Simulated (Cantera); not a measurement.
A Cantera script and what it prints.

```python
import numpy as np
import cantera as ct

gas_names = """
    AL ALCL ALCL2 ALCL3 ALH ALN AL2 AL2CL6 CL CL2 H HCL H2 N NH NH2 NH3 N2 N2H2 N2H4
""".split()
cond_names = """
    AL(cr) AL(L) ALCL3(s) ALCL3(L) ALN(s) NH4CL(a) NH4CL(b)
""".split()


# ... load() reads the species with a 1 bar reference pressure and builds the phases ...
atoms = {
    'AlCl3': {'AL': 1, 'CL': 3},
    'NH3': {'N': 1, 'H': 3},
    'N2': {'N': 2},
}
top_T = {'ALN(s)': 2750}  # K; cautious upper limits of use, not melting points


# ... equilibrate(T, P, feed) seeds the gas with the atoms and calls Mixture.equilibrate('TP', solver="vcs", rtol=1e-11, max_steps=5000) ...
results = []
feed = {'AlCl3': 1, 'NH3': 0.31, 'N2': 63}  # mol
P = 12  # Pa
for T in [1800, 1825, 1850, 1875, 1900, 1925, 1950, 1975, 2000, 2025, 2050, 2075, 2100, 2125]:
    mix = equilibrate(T, P, feed)
    results.append((T, P, feed, dict(zip(mix.species_names, mix.species_moles))))
    x = sorted(zip(gas.X, gas.species_names), reverse=True)
    print(f"T = {T:g} K  P = {P:g} Pa  gas = {mix.phase_moles(0):.4g} mol")
    print("   x: " + "  ".join(f"{s} {v:.3e}" for v, s in x if v > 1e-06))
    print("   condensed (mol): " + ("  ".join(f"{mix.phase(i).name} {mix.phase_moles(i):.4g}"
          for i in range(1, mix.n_phases) if mix.phase_moles(i) > 1e-12) or "none"))
```

Output:

```
T = 1800 K  P = 12 Pa  gas = 66.13 mol
   x: N2 9.550e-01  CL 1.615e-02  ALCL 1.389e-02  HCL 1.265e-02  ALCL2 1.002e-03  H 6.407e-04  H2 3.842e-04  ALCL3 2.219e-04  AL 8.629e-06
   condensed (mol): none
T = 1825 K  P = 12 Pa  gas = 66.18 mol
   x: N2 9.543e-01  CL 1.701e-02  ALCL 1.419e-02  HCL 1.220e-02  H 8.843e-04  ALCL2 7.797e-04  H2 4.838e-04  ALCL3 1.234e-04  AL 1.337e-05
   condensed (mol): none
T = 1850 K  P = 12 Pa  gas = 66.23 mol
   x: N2 9.536e-01  CL 1.783e-02  ALCL 1.441e-02  HCL 1.165e-02  H 1.201e-03  ALCL2 6.051e-04  H2 5.963e-04  ALCL3 6.892e-05  AL 2.041e-05
   condensed (mol): none
T = 1875 K  P = 12 Pa  gas = 66.27 mol
   x: N2 9.529e-01  CL 1.866e-02  ALCL 1.455e-02  HCL 1.100e-02  H 1.599e-03  H2 7.144e-04  ALCL2 4.705e-04  ALCL3 3.888e-05  AL 3.068e-05
   condensed (mol): none
T = 1900 K  P = 12 Pa  gas = 66.32 mol
   x: N2 9.522e-01  CL 1.951e-02  ALCL 1.464e-02  HCL 1.028e-02  H 2.086e-03  H2 8.292e-04  ALCL2 3.673e-04  AL 4.546e-05  ALCL3 2.222e-05
   condensed (mol): none
T = 1925 K  P = 12 Pa  gas = 66.38 mol
   x: N2 9.515e-01  CL 2.040e-02  ALCL 1.470e-02  HCL 9.485e-03  H 2.663e-03  H2 9.314e-04  ALCL2 2.881e-04  AL 6.645e-05  ALCL3 1.287e-05
   condensed (mol): none
T = 1950 K  P = 12 Pa  gas = 66.43 mol
   x: N2 9.506e-01  CL 2.131e-02  ALCL 1.472e-02  HCL 8.645e-03  H 3.329e-03  H2 1.012e-03  ALCL2 2.270e-04  AL 9.597e-05  ALCL3 7.558e-06
   condensed (mol): none
T = 1975 K  P = 12 Pa  gas = 66.49 mol
   x: N2 9.498e-01  CL 2.225e-02  ALCL 1.472e-02  HCL 7.780e-03  H 4.077e-03  H2 1.065e-03  ALCL2 1.796e-04  AL 1.370e-04  ALCL3 4.489e-06
   condensed (mol): none
T = 2000 K  P = 12 Pa  gas = 66.56 mol
   x: N2 9.489e-01  CL 2.319e-02  ALCL 1.469e-02  HCL 6.910e-03  H 4.892e-03  H2 1.086e-03  AL 1.937e-04  ALCL2 1.426e-04  ALCL3 2.694e-06
   condensed (mol): none
T = 2025 K  P = 12 Pa  gas = 66.62 mol
   x: N2 9.480e-01  CL 2.412e-02  ALCL 1.462e-02  HCL 6.057e-03  H 5.756e-03  H2 1.073e-03  AL 2.712e-04  ALCL2 1.136e-04  ALCL3 1.631e-06
   condensed (mol): none
T = 2050 K  P = 12 Pa  gas = 66.69 mol
   x: N2 9.471e-01  CL 2.503e-02  ALCL 1.453e-02  H 6.646e-03  HCL 5.241e-03  H2 1.030e-03  AL 3.760e-04  ALCL2 9.060e-05
   condensed (mol): none
T = 2075 K  P = 12 Pa  gas = 66.75 mol
   x: N2 9.461e-01  CL 2.593e-02  ALCL 1.439e-02  H 7.535e-03  HCL 4.477e-03  H2 9.602e-04  AL 5.165e-04  ALCL2 7.235e-05
   condensed (mol): none
T = 2100 K  P = 12 Pa  gas = 66.82 mol
   x: N2 9.452e-01  CL 2.680e-02  ALCL 1.421e-02  H 8.396e-03  HCL 3.780e-03  H2 8.714e-04  AL 7.024e-04  ALCL2 5.779e-05
   condensed (mol): none
T = 2125 K  P = 12 Pa  gas = 66.88 mol
   x: N2 9.443e-01  CL 2.764e-02  ALCL 1.396e-02  H 9.206e-03  HCL 3.156e-03  AL 9.448e-04  H2 7.712e-04  ALCL2 4.614e-05
   condensed (mol): none
```

Method: chemical equilibrium by Gibbs-energy minimisation in Cantera with the NASA 1993 tables (ideal gas, pure condensed phases). The tables' values for AlCl2 are old estimates; treat these amounts as uncertain.
